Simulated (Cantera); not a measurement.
An isothermal, constant-pressure homogeneous reactor starts with NO : N2 = 1 : 10 (molar parts), at 2075 K and 2670 Pa. Integrator tolerance rtol = 1e-08.

Detailed kinetics in Cantera: GRI-Mech 3.0 (53 species, 325 reactions). Radical loss at walls, strong at low pressure, is not modelled.

What does this change do: 0.13 parts H2O added?


| quantity | before | after |
|---|---|---|
| x(NO) at 10.0 s | 0.0352 (gas-phase equilibrium 0.00463) | 0.0190 (gas-phase equilibrium 0.00456) |
| x(N2O) at 10.0 s | 4.81e-7 (gas-phase equilibrium 4.65e-8) | 1.18e-7 (gas-phase equilibrium 4.55e-8) |
| x(N2) at 10.0 s | 0.936 (gas-phase equilibrium 0.952) | 0.933 (gas-phase equilibrium 0.940) |
| x(O) at 10.0 s | 0.00120 (gas-phase equilibrium 0.00148) | 0.00133 (gas-phase equilibrium 0.00146) |
| x(O2) at 10.0 s | 0.0272 (gas-phase equilibrium 0.0424) | 0.0345 (gas-phase equilibrium 0.0416) |
| x(NO2) at 10.0 s | 3.16e-6 (gas-phase equilibrium 5.18e-7) | 1.92e-6 (gas-phase equilibrium 5.05e-7) |
